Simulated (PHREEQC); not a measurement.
Consider water at 90 °C with 0.041 mol KOH and 3.2e-05 mol Na2SiO3 per kg of water. Closed to the air; pH follows from the charge balance.

All values are PHREEQC results (ion-association model, phreeqc.dat), not measurements.

Precipitation was switched off in this run.

Task: Predict the pH.

Result: pH 10.92.

Task: In which forms is Si present?

Result: H3SiO4- 84 %, H2SiO4-2 15 %, H4SiO4 1.2 % of the Si.

Complexes and solids missing from the database can't appear. Away from 25 °C the constants follow the database's enthalpies or fits; those with neither stay at their 25 °C values.
